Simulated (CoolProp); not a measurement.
Computed with CoolProp (reference Helmholtz-energy equation of state, Thol 2015).

Task: Give the vapour pressure (MPa), vapour Z, surface tension (mN/m) of saturated octamethylcyclotetrasiloxane (D4) at 465.6, 495 K.

Result: 
```tsv
T (K)	p (MPa)	vapour Z	surface tension (mN/m)
465.6	0.152	0.897	6.31
495	0.286	0.836	4.51
```

Surface tension comes from a separate correlation (Mulero 2014), older than this fluid's equation and unchecked against measurements.
